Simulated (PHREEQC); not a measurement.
A column of 0.5 m (30 cells, dispersivity 0.025 m, 60 s a shift, diffusion coefficient 3e-10 m²/s) holds 0.12 eq of the database's cation exchanger X per kg of pore water, first in equilibrium with 0.0017 mol LiCl, 0.0062 mol (NH4)2SO4 and 1e-05 mol HCl per kg of water. It is flushed with 0.045 mol/kgw NaCl and 1e-05 mol/kgw HCl, at 40 °C. Values are for the last cell. The system is closed to CO2. No solid was allowed to form.

Base run: PHREEQC, ion-association model, phreeqc.dat. Each further column changes one thing. The table gives Li in solution (mol/kgw).

| pore volumes | base | exchange capacity from 0.12 to 0.06 eq/kgw | dispersivity from 0.025 to 0.05 m |
|---|---|---|---|
| 0 | 0.00170 | 0.00170 | 0.00170 |
| 0.8167 | 0.00285 | 0.00257 | 0.00294 |
| 1.617 | 0.00214 | ? | 0.00184 |
| 2.417 | 0.000596 | 0.000170 | ? |
| 3.217 | 0.000170 | ? | 0.000292 |
| 4.017 | 5.15e-5 | 6.01e-6 | ? |
| 4.817 | 1.65e-5 | 1.18e-6 | ? |
| 5.617 | 5.46e-6 | 2.36e-7 | ? |
| 6.417 | 1.86e-6 | 4.72e-8 | 1.25e-5 |
| 7.217 | 6.43e-7 | ? | 6.07e-6 |
| 8.017 | 2.26e-7 | 1.87e-9 | 2.99e-6 |

Q: What belongs in the gaps?

A: 
- 1.617, exchange capacity from 0.12 to 0.06 eq/kgw: 0.000953
- 2.417, dispersivity from 0.025 to 0.05 m: 0.000721
- 3.217, exchange capacity from 0.12 to 0.06 eq/kgw: 3.13e-5
- 4.017, dispersivity from 0.025 to 0.05 m: 0.000126
- 4.817, dispersivity from 0.025 to 0.05 m: 5.65e-5
- 5.617, dispersivity from 0.025 to 0.05 m: 2.63e-5
- 7.217, exchange capacity from 0.12 to 0.06 eq/kgw: 9.43e-9

At this temperature some constants are extrapolated from 25 °C, and those without enthalpy data are left unchanged.
